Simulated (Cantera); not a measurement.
Input (Python, Cantera) and output of one run.

```python
import numpy as np
import cantera as ct

gas_names = [...]  # 113 gases of nasa_gas.yaml made of C, H, O, Ta
cond_names = """
    C(gr) C6H6(L) C7H8(L) C8H18(L),n-octa H2O(s) H2O(L) Ta(cr) Ta(L) TaC(s) TaC(L) Ta2O5(s) Ta2O5(L)
""".split()


# ... load() reads the species with a 1 bar reference pressure and builds the phases ...
atoms = {
    'Ta(OEt)5': {'Ta': 1, 'C': 10, 'H': 25, 'O': 5},
    'H2O': {'H': 2, 'O': 1},
    'H2': {'H': 2},
    'CO2': {'C': 1, 'O': 2},
}
top_T = {'C(gr)': 4500}  # K; cautious upper limits of use, not melting points


# ... equilibrate(T, P, feed) seeds the gas with the atoms and calls Mixture.equilibrate('TP', solver="vcs", rtol=1e-11, max_steps=5000) ...
results = []
feed = {'Ta(OEt)5': 1, 'H2O': 13, 'H2': 4.8, 'CO2': 8.4}  # mol
T = 2048  # K
for P in [0.1, 0.75, 5.6, 42, 320, 2400, 18000, 130000, 1000000]:
    mix = equilibrate(T, P, feed)
    results.append((T, P, feed, dict(zip(mix.species_names, mix.species_moles))))
    x = sorted(zip(gas.X, gas.species_names), reverse=True)
    print(f"T = {T:g} K  P = {P:g} Pa  gas = {mix.phase_moles(0):.4g} mol")
    print("   x: " + "  ".join(f"{s} {v:.3e}" for v, s in x if v > 0.001))
    print("   condensed (mol): " + ("  ".join(f"{mix.phase(i).name} {mix.phase_moles(i):.4g}"
          for i in range(1, mix.n_phases) if mix.phase_moles(i) > 1e-12) or "none"))
```

It prints:

```
T = 2048 K  P = 0.1 Pa  gas = 83.23 mol
   x: H 5.559e-01  CO 2.094e-01  O 1.049e-01  H2 6.163e-02  H2O 1.640e-02  OH 1.611e-02  TaO2 1.200e-02  O2 1.196e-02  CO2 1.171e-02
   condensed (mol): none
T = 2048 K  P = 0.75 Pa  gas = 64.25 mol
   x: H 3.423e-01  CO 2.522e-01  H2 1.753e-01  H2O 1.131e-01  CO2 3.421e-02  O 3.394e-02  OH 2.406e-02  TaO2 1.555e-02  O2 9.392e-03
   condensed (mol): none
T = 2048 K  P = 5.6 Pa  gas = 53.77 mol
   x: CO 2.985e-01  H2 2.819e-01  H2O 1.962e-01  H 1.589e-01  CO2 4.367e-02  OH 1.204e-02  O 4.900e-03  TaO2 2.408e-03  O2 1.462e-03
   condensed (mol): Ta2O5(s) 0.4352
T = 2048 K  P = 42 Pa  gas = 50.48 mol
   x: H2 3.406e-01  CO 3.200e-01  H2O 2.254e-01  H 6.377e-02  CO2 4.451e-02  OH 4.596e-03
   condensed (mol): Ta2O5(s) 0.4917
T = 2048 K  P = 320 Pa  gas = 49.34 mol
   x: H2 3.658e-01  CO 3.285e-01  H2O 2.355e-01  CO2 4.445e-02  H 2.394e-02  OH 1.679e-03
   condensed (mol): Ta2O5(s) 0.4989
T = 2048 K  P = 2400 Pa  gas = 48.93 mol
   x: H2 3.754e-01  CO 3.316e-01  H2O 2.391e-01  CO2 4.439e-02  H 8.857e-03
   condensed (mol): Ta2O5(s) 0.4999
T = 2048 K  P = 18000 Pa  gas = 48.78 mol
   x: H2 3.790e-01  CO 3.328e-01  H2O 2.403e-01  CO2 4.436e-02  H 3.249e-03
   condensed (mol): Ta2O5(s) 0.5
T = 2048 K  P = 130000 Pa  gas = 48.73 mol
   x: H2 3.803e-01  CO 3.332e-01  H2O 2.408e-01  CO2 4.435e-02  H 1.211e-03
   condensed (mol): Ta2O5(s) 0.5
T = 2048 K  P = 1e+06 Pa  gas = 48.71 mol
   x: H2 3.808e-01  CO 3.334e-01  H2O 2.410e-01  CO2 4.434e-02
   condensed (mol): Ta2O5(s) 0.5
```

Cantera equilibrium calculation (NASA polynomials, part measured and part estimated; ideal gas, pure solids and liquids). The feed counts by its element totals alone.
